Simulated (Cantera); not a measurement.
A perfectly stirred reactor is fed with CH₄ : O₂ : N₂ = 1 : 1.43 : 5.37 (molar parts), equivalence ratio 1.4, at 5.00 bar; it is adiabatic with a 648 K inlet, and is followed from long to short residence time, starting on the burning branch (τ in s: 0.19, 0.09, 0.042, 0.02, 0.0094, 0.0044, 0.0021, 0.00098, 0.00046, 0.00022, 0.0001, 4.8e-05, 2.3e-05).

Cantera simulation using GRI-Mech 3.0 (53 species, 325 reactions); the numbers are that mechanism's predictions, not measurements.

Task: What does this change do: N2 5.37 to 7.3 parts?

Result: 
```tsv
quantity	before	after
blow-out, bracketed by the residence times tried	burning at 0.100 ms, out at 48.0 µs	burning at 0.460 ms, out at 0.220 ms
x(CH₄) at τ = 0.190 s	2.54e-5	0.000532
x(O₂) at τ = 0.190 s	1.63e-5	6.06e-5
x(CO₂) at τ = 0.190 s	0.0428	0.0377
x(HO₂) at τ = 0.190 s	7.77e-9	1.64e-8
x(C₂H₂) at τ = 0.190 s	2.20e-7	8.25e-5
x(CH₄) at τ = 2.10 ms	0.000751	0.00411
x(O₂) at τ = 2.10 ms	0.000707	0.00298
x(CO₂) at τ = 2.10 ms	0.0427	0.0377
x(HO₂) at τ = 2.10 ms	2.91e-7	1.25e-6
x(C₂H₂) at τ = 2.10 ms	0.000166	0.00186
```

Task: What does this change do: pressure from 5.00 bar to 0.990 bar?

Result: 
| quantity | before | after |
|---|---|---|
| blow-out, bracketed by the residence times tried | burning at 0.100 ms, out at 48.0 µs | burning at 0.220 ms, out at 0.100 ms |
| x(CH₄) at τ = 0.190 s | 2.54e-5 | 1.61e-5 |
| x(O₂) at τ = 0.190 s | 1.63e-5 | 5.38e-5 |
| x(CO₂) at τ = 0.190 s | 0.0428 | 0.0429 |
| x(HO₂) at τ = 0.190 s | 7.77e-9 | 1.78e-8 |
| x(C₂H₂) at τ = 0.190 s | 2.20e-7 | 1.38e-7 |
| x(CH₄) at τ = 2.10 ms | 0.000751 | 0.000191 |
| x(O₂) at τ = 2.10 ms | 0.000707 | 0.00102 |
| x(CO₂) at τ = 2.10 ms | 0.0427 | 0.0423 |
| x(HO₂) at τ = 2.10 ms | 2.91e-7 | 3.32e-7 |
| x(C₂H₂) at τ = 2.10 ms | 0.000166 | 1.40e-5 |
